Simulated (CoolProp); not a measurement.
Vapour-liquid equilibrium of R124 (1) + R142b (2) at 2 bar; x and y are mole fractions of (1).

Model: multi-fluid Helmholtz-energy mixture model, de Vries 1995 and Lemmon 2006; pair parameters Bell 2016, in CoolProp.

```tsv
x	bubble temperature, mixture model (K)	bubble temperature, Raoult's law (K)	y, mixture model	y, Raoult's law
0.05	282.0	281.9	0.054	0.056
0.2	281.7	281.4	0.212	0.220
0.35	281.3	280.9	0.368	0.378
0.5	280.9	280.3	0.524	0.530
0.65	280.4	279.8	0.677	0.677
0.8	279.7	279.3	0.824	0.819
0.95	279.0	278.9	0.959	0.955
```

The largest gap from Raoult's law is +0.6 K in bubble temperature, at x = 0.65. No azeotrope shows between x = 0.05 and 0.95.

Pair parameters are fitted to limited data, so mixtures are less certain than the pure fluids.
